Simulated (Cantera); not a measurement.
What does this Cantera script print?

```python
import numpy as np
import cantera as ct

gas = ct.Solution("gri30.yaml")
gas.TPX = 1025, 880000, {'H2': 1, 'O2': 1.47, 'N2': 5.53}
reactor = ct.IdealGasReactor(gas, energy="on", clone=False)
net = ct.ReactorNet([reactor])
net.rtol, net.atol = 1e-08, 1e-16
show = ['H2', 'O2', 'H', 'H2O', 'NO', 'HO2', 'N2O']
times = np.geomspace(7e-06, 1, 10)

steps = ct.SolutionArray(gas, extra=["t"])
rows = []
print(f"{'t/s':>10s}{'T/K':>9s}{'P/Pa':>11s}" + "".join(f"{s:>11s}" for s in show))
for t in times:
    while net.time < t:
        t_next = net.step()
        steps.append(gas.state, t=t_next)
    rows.append([np.interp(t, steps.t, y) for y in (steps.T, steps.P, *steps(*show).X.T)])
    print(f"{t:10.3e}{rows[-1][0]:9.1f}{rows[-1][1]:11.4g}" + "".join(f"{x:11.3e}" for x in rows[-1][2:]))
rate = np.gradient(steps.T, steps.t)
print("integrator steps:", len(steps.t))
if steps.T.max() > steps.T[0] + 200:
    print(f"time of steepest temperature rise: {steps.t[rate.argmax()]:.4e} s")
gas.TPX = 1025, 880000, {'H2': 1, 'O2': 1.47, 'N2': 5.53}
gas.equilibrate("UV")
print(f"equilibrium (UV): T = {gas.T:.1f} K  " + "  ".join(f"{s} {gas[s].X[0]:.3e}" for s in show))
```

Output:

```
       t/s      T/K       P/Pa         H2         O2          H        H2O         NO        HO2        N2O
 7.000e-06   1025.0    8.8e+05  1.250e-01  1.837e-01  3.932e-11  5.698e-10  2.536e-22  4.529e-09  5.958e-16
 2.617e-05   1025.0    8.8e+05  1.250e-01  1.837e-01  4.139e-11  2.305e-09  1.113e-21  1.725e-08  2.854e-15
 9.787e-05   1025.0    8.8e+05  1.250e-01  1.837e-01  5.009e-11  9.899e-09  5.051e-21  6.589e-08  1.788e-14
 3.659e-04   1025.0    8.8e+05  1.250e-01  1.837e-01  9.725e-11  6.682e-08  3.728e-20  2.739e-07  1.762e-13
 1.368e-03   1025.0    8.8e+05  1.250e-01  1.837e-01  6.540e-10  1.619e-06  2.022e-18  2.030e-06  3.409e-12
 5.116e-03   1029.0  8.832e+05  1.246e-01  1.835e-01  3.809e-08  3.555e-04  3.071e-15  3.156e-05  2.394e-10
 1.913e-02   2147.8   1.73e+06  7.295e-05  1.283e-01  8.615e-06  1.322e-01  7.652e-04  8.004e-06  1.844e-06
 7.153e-02   2139.8  1.723e+06  6.971e-05  1.269e-01  8.042e-06  1.322e-01  3.597e-03  7.711e-06  1.806e-06
 2.674e-01   2129.0  1.715e+06  6.560e-05  1.250e-01  7.333e-06  1.323e-01  7.348e-03  7.333e-06  1.773e-06
 1.000e+00   2127.3  1.713e+06  6.496e-05  1.248e-01  7.226e-06  1.323e-01  7.943e-03  7.275e-06  1.769e-06
integrator steps: 1765
time of steepest temperature rise: 8.0319e-03 s
equilibrium (UV): T = 2127.3 K  H2 6.496e-05  O2 1.248e-01  H 7.226e-06  H2O 1.323e-01  NO 7.943e-03  HO2 7.275e-06  N2O 1.769e-06
```

Model: GRI-Mech 3.0 (53 species, 325 reactions), integrated in Cantera. The hydrogen kinetics of GRI-Mech 3.0 are dated; newer H2 mechanisms differ, most at raised pressure.
